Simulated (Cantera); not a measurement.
A closed system holds: 1 mol Fe3O4, 0.48 mol CH4, 0.13 mol CO, at 2327 °C and 13.0 mbar.

Equilibrium computed with Cantera from the NASA thermochemical tables; the gas is ideal and each condensed phase is pure. Candidate condensed phases: C, C6H6, C7H8, C8H18, Fe, Fe(CO)5, FeO, Fe(OH)2, Fe(OH)3, Fe2O3, Fe3O4, H2O; 114 gas species. Equilibrium is a limit: real reactors are often held back by kinetics, nucleation or transport.

Base state: Fe 0.400, O2 0.120, FeO 0.0993, H2O 0.0897, O 0.0706, CO 0.0619, H 0.0494, OH 0.0476 (mole fractions); condensed: gas only.

Task: What changes in the equilibrium state with this change: Fe3O4 replaced by PbO?

Result: 
```
species    before    after
-------  --------  -------
Pb              0    0.347
CO         0.0619    0.193
H2         0.0216    0.150
Fe          0.400        0
FeO        0.0993        0
O2          0.120  0.00385
O          0.0706   0.0127
H          0.0494    0.130
OH         0.0476   0.0225
CO2        0.0398   0.0223
H2O        0.0897    0.112
PbO             0  0.00629
Fe(OH)2  0.000196        0
```
Further candidate phases: Pb, PbO, PbO2, Pb3O4.
